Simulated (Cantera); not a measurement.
Charge: 1 mol H2S, 0.013 mol SO2, 5.6 mol N2, at 30.0 Pa.

Cantera equilibrium calculation (NASA polynomials, part measured and part estimated; ideal gas, pure solids and liquids). Candidate condensed phases: H2O, H2SO4, S; 35 gas species. Gases not in the tables: S3 to S7. Equilibrium is a limit: real reactors are often held back by kinetics, nucleation or transport. All values below are at 1000 K.

Base state: N2 0.807, H2 0.0923, S2 0.0489, H2S 0.0480, H2O 0.00375, SH 5.51e-5 (mole fractions); condensed: gas only.

Question: What changes in the equilibrium state with this change: pressure from 30.0 Pa to 101000 Pa?

Answer: 
| species | before | after |
|---|---|---|
| N2 | 0.807 | 0.841 |
| H2S | 0.0480 | 0.135 |
| H2 | 0.0923 | 0.0108 |
| S2 | 0.0489 | 0.00835 |
| SH | 5.51e-5 | 7.80e-6 |
| H2O | 0.00375 | 0.00391 |
